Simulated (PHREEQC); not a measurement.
0.5 mol of Gypsum (CaSO4:2H2O) is brought to equilibrium with 1 kg of water, with rising amounts of K2SO4, at 25 °C. Oxygen alone is held at its pressure in air (log pO2 = -0.68). No CO2 enters from the air. Solids allowed: Gypsum, Portlandite. Others were left out.

Equilibrium calculation in PHREEQC: ion-association model, wateq4f.dat.

```
K2SO4 added (mol)  dissolved Ca (mol/kgw)  dissolved S (mol/kgw)  KSO4- (mol/kgw)
-----------------  ----------------------  ---------------------  ---------------
0                                  0.0157                 0.0157                0
0.00208                            0.0149                 0.0170         0.000153
0.00417                            0.0143                 0.0185         0.000333
0.00625                            0.0138                 0.0200         0.000538
0.00833                            0.0133                 0.0217         0.000768
0.0104                             0.0130                 0.0234          0.00102
0.0125                             0.0126                 0.0251          0.00130
0.0146                             0.0123                 0.0269          0.00160
0.0167                             0.0121                 0.0288          0.00192
0.0187                             0.0119                 0.0306          0.00225
0.0208                             0.0117                 0.0325          0.00261
0.0229                             0.0115                 0.0344          0.00298
0.025                              0.0114                 0.0363          0.00338
```

Complexes and solids missing from the database can't appear.
